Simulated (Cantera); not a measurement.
Source: NASA polynomial tables (part measured, part estimated), evaluated in Cantera. Values are per mole of reaction as written; species without (g) are pure solids or liquids, kept so even where they would boil at 1 bar.

Between 300 and 1675 K, where is each reaction favourable under standard conditions?
- 2 NO(g) + 4 Li(g) ⇌ N2(g) + 2 Li2O


- 2 NO(g) + 4 Li(g) ⇌ N2(g) + 2 Li2O: ΔG° is -1804 kJ at 300 K and -872 kJ at 1675 K; it stays negative (K > 1). ΔH° is -1948 kJ and ΔS° -642 J/K at 1675 K.
